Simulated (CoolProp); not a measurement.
A simple Rankine cycle with n-hexane: condensing at 303.15 K, boiler at 0.203 MPa, turbine inlet 380.7 K, turbine efficiency 0.9, pump efficiency 0.8, no recuperator. Each further row changes one setting.

Values from CoolProp's reference Helmholtz-energy equation of state, Thol 2019.

```json
[
 {"case": "as stated", "thermal efficiency (%)": "12.6", "net work (kJ/kg)": "63.1", "heat in (kJ/kg)": "500", "turbine exit temperature (K)": "344.4", "volume ratio over the turbine": "7.81"},
 {"case": "turbine inlet 400.7 K", "thermal efficiency (%)": "12.4", "net work (kJ/kg)": "67.1", "heat in (kJ/kg)": "543", "turbine exit temperature (K)": "364.6", "volume ratio over the turbine": "7.77"},
 {"case": "condensing temperature 295.15 K", "thermal efficiency (%)": "14.1", "net work (kJ/kg)": "73.1", "heat in (kJ/kg)": "518", "turbine exit temperature (K)": "338.8", "volume ratio over the turbine": "10.9"},
 {"case": "boiler pressure 0.142 MPa", "thermal efficiency (%)": "10.6", "net work (kJ/kg)": "53.4", "heat in (kJ/kg)": "503", "turbine exit temperature (K)": "351.0", "volume ratio over the turbine": "5.45"},
 {"case": "turbine efficiency 0.8", "thermal efficiency (%)": "11.2", "net work (kJ/kg)": "56.1", "heat in (kJ/kg)": "500", "turbine exit temperature (K)": "348.1", "volume ratio over the turbine": "7.89"}
]
```
